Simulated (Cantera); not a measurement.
## Boron, boron nitride and boron oxide: B + H2

A closed system holds: 1 mol B, 4.6 mol H2, at 980 Pa.

Cantera equilibrium calculation (NASA polynomials, part measured and part estimated; ideal gas, pure solids and liquids). Candidate condensed phases: B; 7 gas species. The tables' values for BH2 are old estimates; treat these amounts as uncertain. The numbers say what is thermodynamically allowed, not how fast it happens.

```csv
T (°C),x H2,x H,x BH2,x B,x BH,x BH3,x B2,n B(s)
1452,0.998,0.00187,7.43e-5,6.67e-8,4.87e-8,1.53e-6,<1e-12,1.000
1502,0.997,0.00292,0.000108,1.98e-7,1.14e-7,1.82e-6,<1e-12,0.999
1552,0.995,0.00444,0.000154,5.56e-7,2.55e-7,2.14e-6,1.27e-12,0.999
1602,0.993,0.00660,0.000216,1.48e-6,5.44e-7,2.48e-6,5.30e-12,0.999
1652,0.990,0.00961,0.000296,3.72e-6,1.12e-6,2.86e-6,2.06e-11,0.999
1702,0.986,0.0137,0.000399,8.92e-6,2.21e-6,3.25e-6,7.46e-11,0.998
1752,0.980,0.0192,0.000529,2.05e-5,4.21e-6,3.67e-6,2.53e-10,0.997
1802,0.973,0.0265,0.000689,4.53e-5,7.76e-6,4.10e-6,8.09e-10,0.997
1852,0.963,0.0360,0.000885,9.62e-5,1.39e-5,4.54e-6,2.44e-9,0.995
1902,0.951,0.0481,0.00112,0.000197,2.41e-5,4.98e-6,7.01e-9,0.994
1952,0.935,0.0633,0.00139,0.000392,4.08e-5,5.39e-6,1.91e-8,0.991
```
x: gas mole fraction; n: condensed amount in mol.

From 1452 °C to 1952 °C the condensed part is B(s).
